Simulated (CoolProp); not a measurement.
Vapour-liquid equilibrium of carbon dioxide (1) + carbonyl sulfide (2) at 249.7 K; x and y are mole fractions of (1).

Values from CoolProp's multi-fluid Helmholtz-energy mixture model, Span 1996 and Lemmon 2006; pair parameters Bell 2016.

Problem. Give the bubble pressure and the first vapour's composition at x = 0.25, 0.65, 0.75. Is there an azeotrope?

Solution. x = 0.25: 0.8489 MPa, y = 0.692; x = 0.65: 1.365 MPa, y = 0.873; x = 0.75: 1.476 MPa, y = 0.905. No azeotrope shows between x = 0.05 and 0.95.

Pair parameters are fitted to limited data, so mixtures are less certain than the pure fluids.
